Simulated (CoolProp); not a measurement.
Vapour-liquid equilibrium of R22 (1) + dimethyl ether (2) at 1190 kPa; x and y are mole fractions of (1).

Model: multi-fluid Helmholtz-energy mixture model, Kamei 1995 and Wu 2011; pair parameters Bell 2016, in CoolProp.

```csv
x,"bubble temperature, mixture model (°C)","bubble temperature, Raoult's law (°C)","y, mixture model","y, Raoult's law"
0.05,52.0,50.2,0.044,0.082
0.2,___,46.2,___,0.299
0.35,___,42.6,0.380,0.480
0.5,49.8,39.3,0.579,0.633
0.65,45.1,36.2,0.766,0.763
0.8,38.7,33.4,0.906,0.875
0.95,31.9,30.8,0.985,0.971
```

Problem. Fill in the missing entries.

Solution. 
- 0.2, bubble temperature, mixture model (°C): 52.6
- 0.2, y, mixture model: 0.197
- 0.35, bubble temperature, mixture model (°C): 52.1

The largest gap from Raoult's law is +10.5 K in bubble temperature, at x = 0.5. y crosses x between x = 0.2 and 0.35: the model has an azeotrope there.

Pair parameters are fitted to limited data, so mixtures are less certain than the pure fluids.
